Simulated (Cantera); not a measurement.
What does this Cantera script print?

```python
import numpy as np
import cantera as ct

gas_names = """
    C CH CH2 CH3 CH2OH CH3O CH4 CH3OH CN CO CO2 COOH C2 C2H CHCO,ketyl C2H2,acetylene C2H2,vinylidene
    CH2CO,ketene C2H3,vinyl CH3CN CH3CO,acetyl C2H4 C2H4O,ethylen CH3CHO,ethanal CH3COOH (HCOOH)2 C2H5
    C2H6 CH3OCH3 C2H5OH CCN CNC C2N2 C2O C3 C3H3,propargyl C3H4,allene C3H4,propyne C3H4,cyclo-
    C3H5,allyl C3H6,propylene C3H6,cyclo- C3H6O C3H7,n-propyl C3H7,i-propyl C3H8 C3H8O,1propanol
    C3H8O,2propanol C3O2 C4 C4H2 C4H4,1,3-cyclo- C4H6,butadiene C4H6,2-butyne C4H6,cyclo- C4H8,1-butene
    C4H8,cis2-buten C4H8,tr2-butene C4H8,isobutene C4H8,cyclo- (CH3COOH)2 C4H9,n-butyl C4H9,i-butyl
    C4H9,s-butyl C4H9,t-butyl C4H10,isobutane C4H10,n-butane C4N2 C5 C5H6,1,3cyclo- C5H8,cyclo-
    C5H10,1-pentene C5H10,cyclo- C5H11,pentyl C5H11,t-pentyl C5H12,n-pentane C5H12,i-pentane
    CH3C(CH3)2CH3 C6H2 C6H5,phenyl C6H5O,phenoxy C6H6 C6H5OH,phenol C6H10,cyclo- C6H12,1-hexene
    C6H12,cyclo- C6H13,n-hexyl C7H7,benzyl C7H8 C7H8O,cresol C7H14,1-heptene C7H15,n-heptyl
    C7H16,n-heptane C8H8,styrene C8H10,ethylbenz C8H16,1-octene C8H17,n-octyl C8H18,isooctane
    C8H18,n-octane C9H19,n-nonyl C10H8,naphthale C10H21,n-decyl C12H9,o-bipheny C12H10,bipheny H HCN HCO
    HCCN HNC HNCO HNO HNO2 HNO3 HO2 H2 HCHO,formaldehy HCOOH H2O H2O2 N NCO NH NH2 NH3 NH2OH NO NO2 NO3
    N2 N2H2 N2H4 N2O O OH O2 O3 Si SiC SiC2 SiC4H12 SiH SiH2 SiH3 SiH4 SiN SiO SiO2 Si2 Si2C Si2N Si3
""".split()
cond_names = """
    C(gr) C6H6(L) C7H8(L) C8H18(L),n-octa H2O(s) H2O(L) Si(cr) Si(L) SiC(b) SiO2(Lqz) SiO2(hqz) SiO2(L)
    Si2N2O(s) Si3N4(a)
""".split()


def load(file, names, dense=False):
    # The tables refer to 1 bar. Condensed volumes are neglected.
    table = {s.name: s for s in ct.Species.list_from_file(file)}
    out = []
    for n in names:
        d = dict(table[n].input_data)
        d["thermo"] = dict(d["thermo"], **{"reference-pressure": 1e5})
        if dense:
            d["equation-of-state"] = {"model": "constant-volume", "density": "1e6 g/cm^3"}
        out.append(ct.Species.from_dict(d))
    return out


gas = ct.Solution(thermo="ideal-gas", species=load("nasa_gas.yaml", gas_names))
cond = {s.name: ct.Solution(thermo="fixed-stoichiometry", species=[s], name=s.name)
        for s in load("nasa_condensed.yaml", cond_names, dense=True)}
atoms = {
    'TEOS': {'Si': 1, 'C': 8, 'H': 20, 'O': 4},
    'NO': {'N': 1, 'O': 1},
    'H2': {'H': 2},
    'H2O': {'H': 2, 'O': 1},
}
top_T = {'C(gr)': 4500, 'SiC(b)': 3050, 'Si2N2O(s)': 2100, 'Si3N4(a)': 2400}  # K; cautious upper limits of use, not melting points


def equilibrate(T, P, feed):
    n = {}
    for name, mol in feed.items():
        for a, k in atoms[name].items():
            n[a] = n.get(a, 0.0) + k * mol
    gas.TPX = T, P, n
    mass = sum(n.values()) * gas.mean_molecular_weight
    gas.equilibrate("TP")
    valid = [c for c in cond.values() if c.min_temp <= T <= top_T.get(c.name, c.max_temp)]
    mix = ct.Mixture([(gas, mass / gas.mean_molecular_weight)] + [(c, 0.0) for c in valid])
    mix.T, mix.P = T, P
    mix.equilibrate("TP", solver="vcs", rtol=1e-11, max_steps=5000)
    return mix


results = []
T = 1125  # K
P = 1333.22  # Pa
for m in [0.78, 2.8, 4.7, 6.7, 8.7, 11, 13]:
    feed = {'TEOS': 1, 'NO': m, 'H2': 0.88, 'H2O': 3.2}  # mol
    mix = equilibrate(T, P, feed)
    results.append((T, P, feed, dict(zip(mix.species_names, mix.species_moles))))

top = {s: max(r[3][s] / sum(r[3][g] for g in gas_names) for r in results) for s in gas_names}
cols = sorted((s for s in top if top[s] > 1e-06), key=lambda s: -top[s])[:8]
seen = [c for c in cond_names if any(r[3].get(c, 0) > 1e-12 for r in results)]
print("log10 of partial pressures in bar; condensed amounts in mol")
print(f"{'n(NO)':>10s}" + "".join(f"{s[:9]:>10s}" for s in cols + seen))
for T, P, feed, n in results:
    ng = sum(n[g] for g in gas_names)
    print(f"{feed['NO']:10.4g}" + "".join(f"{np.log10(max(n[s] / ng * P / 1e5, 1e-99)):10.3f}" for s in cols)
          + "".join(f"{n.get(c, 0):10.4g}" for c in seen))
```

Output:

```
log10 of partial pressures in bar; condensed amounts in mol
     n(NO)        H2        CO       H2O        N2       CO2       CH4       HCN     C(gr) SiO2(hqz)
      0.78    -2.037    -2.409    -5.638    -3.595    -6.052    -5.615    -7.329     2.021         1
       2.8    -2.097    -2.343    -5.632    -3.100    -5.919    -5.735    -7.111  0.002846         1
       4.7    -2.155    -2.397    -3.166    -2.892    -3.450    -8.426    -9.613         0         1
       6.7    -2.219    -2.457    -2.873    -2.755    -3.152    -8.973    -9.995         0         1
       8.7    -2.288    -2.522    -2.711    -2.659    -2.987    -9.406   -10.277         0         1
        11    -2.374    -2.605    -2.588    -2.575    -2.860    -9.871   -10.570         0         1
        13    -2.459    -2.685    -2.510    -2.518    -2.778   -10.283   -10.827         0         1
```

Method: chemical equilibrium by Gibbs-energy minimisation in Cantera with the NASA 1993 tables (ideal gas, pure condensed phases). The feed counts by its element totals alone.
